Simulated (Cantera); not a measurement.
Feed: 1 mol CuO, 13 mol H2, 0.056 mol H2O, at 1475 K and 0.300 Torr.

Cantera equilibrium calculation (NASA polynomials, part measured and part estimated; ideal gas, pure solids and liquids). Candidate condensed phases: Cu, CuO, Cu(OH)2, Cu2O, H2O; 12 gas species. Rates play no part.

Base state: H2 0.906, H2O 0.0798, Cu 0.0134, H 0.000617 (mole fractions); condensed: Cu(l).

**Question.** What changes in the equilibrium state with this change: temperature from 1475 K to 1975 K?

**Answer.** 
```csv
species,before,after
H2,0.906,0.797
H2O,0.0798,0.0723
Cu,0.0134,0.0689
H,0.000617,0.0611
O,<1e-9,2.97e-5
OH,1.42e-6,0.000528
"Cu(l), mol",0.823,0
```
